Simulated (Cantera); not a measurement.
A closed system holds: 1 mol Si₃N₄, 0.011 mol N₂O, 23 mol H₂, a varied amount of H₂O, at 16.5 Torr.

Method: chemical equilibrium by Gibbs-energy minimisation in Cantera with the NASA 1993 tables (ideal gas, pure condensed phases). Candidate condensed phases: H₂O, Si, SiO₂, Si₂N₂O, Si₃N₄; 35 gas species. Mutual solubility and eutectic melting of coexisting phases are not modelled. Rates play no part.

Problem. What condenses at these points (T in K, n(H₂O) in mol): (1725, 0.055); (1625, 0.085); (1625, 0.31); (1175, 0.085); (1325, 0.085); (1475, 1.1); (1725, 0.47)?

Solution. 
| T (K) | n(H₂O) in mol | condensed phases | Si condensed (%) |
|---|---|---|---|
| 1725 | 0.055 | Si | 97.7 |
| 1625 | 0.085 | Si + Si₂N₂O + Si₃N₄ | 99.5 |
| 1625 | 0.31 | Si + Si₂N₂O + Si₃N₄ | 99.5 |
| 1175 | 0.085 | Si₂N₂O + Si₃N₄ | 100.0 |
| 1325 | 0.085 | Si₂N₂O + Si₃N₄ | 100.0 |
| 1475 | 1.1 | Si₂N₂O + Si₃N₄ | 100.0 |
| 1725 | 0.47 | Si + Si₂N₂O | 93.9 |
